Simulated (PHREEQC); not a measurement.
1 kg of water holding 0.079 mol KCl and 0.035 mol NaCl is evaporated at 15 °C; the solids stay in contact with the brine. The system is closed to CO2. The run lets Halite, Sylvite precipitate or redissolve, and no other solid.

Computed with PHREEQC (Pitzer model, pitzer.dat).

```json
[
 {"water left (kg)": "1", "ionic strength": "0.114", "water activity": "0.996", "Sylvite (mol)": "0"},
 {"water left (kg)": "0.6755", "ionic strength": "0.169", "water activity": "0.994", "Sylvite (mol)": "0"},
 {"water left (kg)": "0.4563", "ionic strength": "?", "water activity": "0.992", "Sylvite (mol)": "0"},
 {"water left (kg)": "0.3082", "ionic strength": "?", "water activity": "0.988", "Sylvite (mol)": "0"},
 {"water left (kg)": "0.2082", "ionic strength": "0.548", "water activity": "0.982", "Sylvite (mol)": "0"},
 {"water left (kg)": "0.1407", "ionic strength": "0.810", "water activity": "0.974", "Sylvite (mol)": "0"},
 {"water left (kg)": "0.09502", "ionic strength": "1.20", "water activity": "0.962", "Sylvite (mol)": "0"},
 {"water left (kg)": "0.05275", "ionic strength": "2.16", "water activity": "0.931", "Sylvite (mol)": "0"},
 {"water left (kg)": "0.03564", "ionic strength": "?", "water activity": "0.896", "Sylvite (mol)": "0"},
 {"water left (kg)": "0.02407", "ionic strength": "?", "water activity": "?", "Sylvite (mol)": "0"},
 {"water left (kg)": "0.01627", "ionic strength": "5.27", "water activity": "0.819", "Sylvite (mol)": "0.0283"},
 {"water left (kg)": "0.01099", "ionic strength": "5.78", "water activity": "0.793", "Sylvite (mol)": "0.0504"},
 {"water left (kg)": "0.007426", "ionic strength": "6.65", "water activity": "0.747", "Sylvite (mol)": "0.0646"},
 {"water left (kg)": "0.005012", "ionic strength": "6.98", "water activity": "0.730", "Sylvite (mol)": "0.0703"}
]
```

Q: Complete the blanks.

A: 
- 0.4563, ionic strength: 0.250
- 0.3082, ionic strength: 0.370
- 0.03564, ionic strength: 3.20
- 0.02407, ionic strength: 4.74
- 0.02407, water activity: 0.841
